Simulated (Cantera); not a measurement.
What does this Cantera script print?

```python
import numpy as np
import cantera as ct

gas_names = """
    Cu Cu2 H H2 N NH NH2 NH3 N2 N2H2 N2H4
""".split()
cond_names = """
    Cu(cr) Cu(L)
""".split()


# ... load() reads the species with a 1 bar reference pressure and builds the phases ...
atoms = {
    'Cu': {'Cu': 1},
    'NH3': {'N': 1, 'H': 3},
    'H2': {'H': 2},
}
top_T = {}  # K; cautious upper limits of use, not melting points


# ... equilibrate(T, P, feed) seeds the gas with the atoms and calls Mixture.equilibrate('TP', solver="vcs", rtol=1e-11, max_steps=5000) ...
results = []
feed = {'Cu': 1, 'NH3': 1.2, 'H2': 1.5}  # mol
P = 470  # Pa
for T in [1075, 1125, 1175, 1225, 1275, 1325, 1375, 1425, 1475, 1525]:
    mix = equilibrate(T, P, feed)
    results.append((T, P, feed, dict(zip(mix.species_names, mix.species_moles))))

top = {s: max(r[3][s] / sum(r[3][g] for g in gas_names) for r in results) for s in gas_names}
cols = sorted((s for s in top if top[s] > 0.0001), key=lambda s: -top[s])[:5]
seen = [c for c in cond_names if any(r[3].get(c, 0) > 1e-12 for r in results)]
print("log10 of partial pressures in bar; condensed amounts in mol")
print(f"{'T/K':>10s}" + "".join(f"{s[:9]:>10s}" for s in cols + seen))
for T, P, feed, n in results:
    ng = sum(n[g] for g in gas_names)
    print(f"{T:10.4g}" + "".join(f"{np.log10(max(n[s] / ng * P / 1e5, 1e-99)):10.3f}" for s in cols)
          + "".join(f"{n.get(c, 0):10.4g}" for c in seen))
```

Output:

```
log10 of partial pressures in bar; condensed amounts in mol
       T/K        H2        N2        Cu         H    Cu(cr)     Cu(L)
      1075    -2.400    -3.141    -9.593    -9.034         1         0
      1125    -2.400    -3.141    -8.874    -8.553         1         0
      1175    -2.400    -3.141    -8.218    -8.112         1         0
      1225    -2.400    -3.141    -7.616    -7.707         1         0
      1275    -2.400    -3.141    -7.063    -7.333    0.9999         0
      1325    -2.400    -3.141    -6.552    -6.987    0.9998         0
      1375    -2.401    -3.141    -6.085    -6.665         0    0.9993
      1425    -2.401    -3.141    -5.663    -6.366         0    0.9982
      1475    -2.401    -3.141    -5.271    -6.088         0    0.9955
      1525    -2.402    -3.142    -4.905    -5.827         0    0.9896
```

Equilibrium computed with Cantera from the NASA thermochemical tables; the gas is ideal and each condensed phase is pure.
